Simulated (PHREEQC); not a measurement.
0.5 mol of Ag2CO3 (Ag2CO3) is brought to equilibrium with 1 kg of water holding 0.049 mol NaCl, with rising amounts of AgNO3, at 25 °C. Oxygen alone is held at its pressure in air (log pO2 = -0.68). The system is closed to CO2. Only these solids could form: Ag2CO3, Cerargyrite, Ag2O, Halite, Nahcolite, Natron.

Computed with PHREEQC (ion-association model, wateq4f.dat).

```tsv
AgNO3 added (mol)	pH	dissolved Ag (mol/kgw)	dissolved C (mol/kgw)	Cerargyrite (mol)	Ag2O (mol)	Ag+ (mol/kgw)
0	10.76	4.41e-5	0.0259	0.0490	0.00134	4.17e-5
0.0208	10.64	5.80e-5	0.0151	0.0490	0.00100	5.53e-5
0.0417	10.32	0.000117	0.00419	0.0490	0.000484	0.000113
0.0625	8.26	0.0135	1.12e-5	0.0490	3.42e-6	0.0132
0.0833	7.87	0.0343	4.61e-6	0.0490	9.14e-7	0.0335
0.104	7.67	0.0550	3.00e-6	0.0490	3.00e-7	0.0534
0.125	7.54	0.0760	2.26e-6	0.0490	2.03e-8	0.0735
0.146	7.41	0.0970	1.96e-6	0.0490	0	0.0934
0.167	7.31	0.118	1.76e-6	0.0490	0	0.113
0.188	7.22	0.139	1.61e-6	0.0490	0	0.133
0.208	7.16	0.159	1.50e-6	0.0490	0	0.151
0.229	7.09	0.180	1.41e-6	0.0490	0	0.171
0.25	7.04	0.201	1.32e-6	0.0490	0	0.190
```

Ag2O from the start (pH 10.76), last present at AgNO3 added = 0.125 mol; Cerargyrite from the start (pH 10.76).

Complexes and solids missing from the database can't appear.
